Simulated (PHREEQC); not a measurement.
Consider water at 25 °C with 0.0034 mol/kgw HF, 0.00068 mol/kgw NaBF4, 0.0019 mol/kgw H3AsO4 and 0.14 mol/kgw HNO3. Closed to the air; pH follows from the charge balance.

Computed with PHREEQC (ion-association model, wateq4f.dat).

This is a speciation only: nothing precipitates in the calculation.

Problem. Order these B species by the share of B that they hold, largest first: BF2(OH)2-, BF4-, BF3OH-, H3BO3.

Solution. H3BO3 (70 %), BF4- (27 %), BF3OH- (1.9 %), BF2(OH)2- (0.48 %)

The pH is 0.95 and the ionic strength 0.140 mol/kgw. Species that the database lacks are ignored. Real BF4- forms and hydrolyses slowly; the run takes it at equilibrium.
